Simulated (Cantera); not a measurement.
Thermodynamics of roasting and sulfation, feed MgCO3 + H2S + CO2

Charge: 1 mol MgCO3, 0.97 mol H2S, 0.95 mol CO2, at 1.00 bar.

Equilibrium computed with Cantera from the NASA thermochemical tables; the gas is ideal and each condensed phase is pure. Candidate condensed phases: C, C6H6, C7H8, C8H18, H2O, H2SO4, Mg, MgCO3, MgO, Mg(OH)2, MgS, MgSO4, S; 130 gas species. Gases not in the tables: S3 to S7. Rates play no part.

From 600 °C to 1650 °C the condensed part is MgO(s).

```
T (°C)  log p CO2  log p CO  log p H2S  log p H2O  log p S2  log p H2  log p SO2  log p COS  log p SO  n MgO(s)
------  ---------  --------  ---------  ---------  --------  --------  ---------  ---------  --------  --------
600         -0.22     -1.77      -0.57      -1.27     -1.98     -2.39      -4.79      -1.44     -8.00      1.00
750         -0.25     -1.26      -0.66      -1.05     -1.48     -1.94      -3.85      -1.48     -6.33      1.00
900         -0.31     -0.97      -0.80      -0.88     -1.19     -1.65      -3.08      -1.62     -5.08      1.00
1050        -0.37     -0.79      -1.01      -0.77     -1.04     -1.47      -2.45      -1.82     -4.11      1.00
1200        -0.43     -0.69      -1.24      -0.72     -0.98     -1.37      -1.95      -2.04     -3.36      1.00
1350        -0.49     -0.60      -1.46      -0.70     -0.97     -1.30      -1.59      -2.24     -2.78     1.000
1500        -0.57     -0.53      -1.66      -0.70     -1.00     -1.23      -1.35      -2.42     -2.34     1.000
1650        -0.65     -0.48      -1.84      -0.71     -1.05     -1.18      -1.19      -2.59     -2.00     1.000
```
log p: log10 of the partial pressure in bar; n: condensed amount in mol.
